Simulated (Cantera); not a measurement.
# Ti + CO2 + CO (metals in furnace atmospheres)

Charge: 1 mol Ti, 1.1 mol CO2, 8.5 mol CO, at 25.5 Torr.

These are equilibrium values from Cantera (NASA tables, ideal gas, pure condensed phases), not measurements of a reactor. Candidate condensed phases: C, Ti, TiC, TiO, TiO2, Ti2O3, Ti3O5, Ti4O7; 15 gas species. Mutual solubility and eutectic melting of coexisting phases are not modelled. TiC: taken at fixed stoichiometry. Condensed phases not in the tables: Magnéli phases beyond Ti4O7. Equilibrium is a limit: real reactors are often held back by kinetics, nucleation or transport.

| T (K) | log p CO | log p CO2 | n C(graphite) | n TiO2(rutile) | n Ti4O7(s) | n Ti3O5(s) | n TiC(s) | n Ti2O3(s) |
|---|---|---|---|---|---|---|---|---|
| 975 | -1.48 | -2.98 | 1.16 | 1.00 | 0 | 0 | 0 | 0 |
| 1050 | -1.47 | -3.61 | 0.962 | 1.00 | 0 | 0 | 0 | 0 |
| 1125 | -1.47 | -4.17 | 0.917 | 1.00 | 0 | 0 | 0 | 0 |
| 1200 | -1.47 | -4.66 | 0.656 | 0 | 0.250 | 0 | 0 | 0 |
| 1275 | -1.47 | -5.09 | 0.569 | 0 | 0 | 0.333 | 0 | 0 |
| 1350 | -1.47 | -5.47 | 0.568 | 0 | 0 | 0.333 | 0 | 0 |
| 1425 | -1.47 | -5.56 | 0 | 0 | 0 | 0 | 0.160 | 0.420 |
log p: log10 of the partial pressure in bar; n: condensed amount in mol.

From 975 K to 1125 K the condensed part is C(graphite) + TiO2(rutile). At 1200 K the condensed part is C(graphite) + Ti4O7(s). From 1275 K to 1350 K the condensed part is C(graphite) + Ti3O5(s). At 1425 K the condensed part is TiC(s) + Ti2O3(s).
